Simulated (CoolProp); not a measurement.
Model: reference Helmholtz-energy equation of state, Lemmon 2006, in CoolProp. It is a short technical equation, of lower accuracy than the large ones.

Question: For hydrogen sulfide, give the phase and the cp (kJ/(kg K)), cv (kJ/(kg K)), Joule-Thomson coefficient (K/MPa) at 424.9 K and 95.4 kPa; 581.1 K and 434 kPa; 285.6 K and 10.1 kPa.

Answer: 
- 424.9 K and 95.4 kPa: gas; cp 1.06, cv 0.812, Joule-Thomson coefficient 7.86
- 581.1 K and 434 kPa: gas; cp 1.14, cv 0.892, Joule-Thomson coefficient 3.99
- 285.6 K and 10.1 kPa: gas; cp 0.998, cv 0.753, Joule-Thomson coefficient 19.0
